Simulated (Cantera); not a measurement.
A closed system holds: 1 mol Si(CH3)4, 0.041 mol HCl, 3.5 mol H2, held at 1.88 Torr.

Cantera equilibrium calculation (NASA polynomials, part measured and part estimated; ideal gas, pure solids and liquids). Candidate condensed phases: C, C6H6, C7H8, C8H18, Si, SiC; 109 gas species. Equilibrium is a limit: real reactors are often held back by kinetics, nucleation or transport. All values below are at 1700 K.

Base state: H2 0.993, HCl 0.00428, H 0.00294, C2H2 (acetylene) 7.29e-5 (mole fractions); condensed: C(graphite) + SiC(s).

Task: What changes in the equilibrium state with this change: HCl from 0.041 to 2.4 mol?

Result: 
```
species            before     after
----------------  -------  --------
H2                  0.993     0.799
HCl               0.00428     0.196
H                 0.00294   0.00263
SiCl2             9.80e-7   0.00255
SiCl3               <1e-9   2.25e-5
Cl                9.84e-6  0.000502
C2H2 (acetylene)  7.29e-5   5.86e-5
C(graphite), mol     3.00      3.03
SiC(s), mol         1.000     0.969
```
The tables' values for SiCl3 are old estimates; treat these amounts as uncertain.
